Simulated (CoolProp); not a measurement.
A Linde-Hampson liquefier for ethane: isothermal reversible compression at 320 K from 1 atm to 20 MPa, throttling to 1 atm, return gas leaving the recuperator 5 K below the feed. Each further row changes one setting.

Model: reference Helmholtz-energy equation of state, Bücker 2006, in CoolProp.

| case | liquid yield per pass | compression work (kJ/kg of gas) |
|---|---|---|
| as stated | 0.458 | 366 |
| high pressure 40 MPa | 0.454 | 414 |
| warm-end temperature 350 K | 0.373 | 429 |
| warm-end gap 10 K | 0.451 | 366 |
